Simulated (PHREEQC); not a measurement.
A column of 1 m (40 cells, dispersivity 0.035 m, 720 s a shift, diffusion coefficient 3e-10 m²/s) holds 0.0029 eq of the database's cation exchanger X per kg of pore water, first in equilibrium with 0.071 mol CdCl2, 0.0011 mol ZnSO4, 0.069 mol KCl and 1e-05 mol HCl per kg of water. It is flushed with 0.00074 mol Na2SO4 and 1e-05 mol HCl per kg of water, at 25 °C. Values are for the last cell. CO2 from the air is kept out. Precipitation was switched off in this run.

The series has 31 steps of pore volumes, from 0 to 6.013.

Computed with PHREEQC (ion-association model, phreeqc.dat).

**Question.** After how many pore volumes does Na at the outlet first reach half of its feed value?

**Answer.** By 1.0 pore volumes.

Complexes and solids missing from the database can't appear.
